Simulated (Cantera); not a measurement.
Input: 1 mol FeS₂, a varied amount of SO₃, 0.16 mol CO₂, at 1298.15 K and 0.0100 bar.

Cantera equilibrium calculation (NASA polynomials, part measured and part estimated; ideal gas, pure solids and liquids). Candidate condensed phases: C, Fe, Fe(CO)₅, FeO, FeS, FeSO₄, FeS₂, Fe₂O₃, Fe₂(SO₄)₃, Fe₃O₄, S; 25 gas species. Metal and sulfide melt together well below either melting point, which pure phases cannot show. Mutual solubility and eutectic melting of coexisting phases are not modelled. The tables' stoichiometric FeO is somewhat more stable than real wüstite, so its field is too wide. FeO, FeS: taken at fixed stoichiometry. Gases not in the tables: S₃ to S₇. Equilibrium is a limit: real reactors are often held back by kinetics, nucleation or transport.

### Question
Which condensed phases are stable at each of these points (n(SO₃) (mol)): 0.15, 0.24, 0.39, 0.63, 1, 1.6, 2.6, 4.2?

### Answer
| n(SO₃) (mol) | condensed phases | Fe condensed (%) |
|---|---|---|
| 0.15 | FeS(s) | 100.0 |
| 0.24 | FeS(s) | 100.0 |
| 0.39 | FeS(s) | 100.0 |
| 0.63 | FeS(s) | 100.0 |
| 1 | FeO(s) + FeS(s) | 100.0 |
| 1.6 | FeO(s) + FeS(s) | 100.0 |
| 2.6 | FeO(s) | 100.0 |
| 4.2 | Fe₃O₄(s) | 100.0 |

From 0.15 mol SO₃ to 0.63 mol SO₃ the condensed part is FeS(s). From 1 mol SO₃ to 1.6 mol SO₃ the condensed part is FeO(s) + FeS(s). At 2.6 mol SO₃ the condensed part is FeO(s). At 4.2 mol SO₃ the condensed part is Fe₃O₄(s).
